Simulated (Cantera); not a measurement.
An isothermal, constant-pressure homogeneous reactor starts with 27.0 % CH4, 35.1 % H2O, 37.8 % H2, at 1650 K and 97.5 Torr.

Computed with Cantera and GRI-Mech 3.0 (53 species, 325 reactions).

Task: Predict: x(CH4) at 1.00 s; x(H2O) at 1.00 s; x(H2) at 1.00 s; x(HCO) at 1.00 s; x(C2H) at 1.00 s; x(CO) at 1.00 s.

Result: x(CH4) at 1.00 s: 0.0252 (gas-phase equilibrium 2.30e-8)
x(H2O) at 1.00 s: 0.234 (gas-phase equilibrium 0.0492)
x(H2) at 1.00 s: 0.630 (gas-phase equilibrium 0.775)
x(HCO) at 1.00 s: 1.78e-9 (gas-phase equilibrium 4.66e-9)
x(C2H) at 1.00 s: 1.03e-7 (gas-phase equilibrium <1e-12)
x(CO) at 1.00 s: 0.0325 (gas-phase equilibrium 0.172)
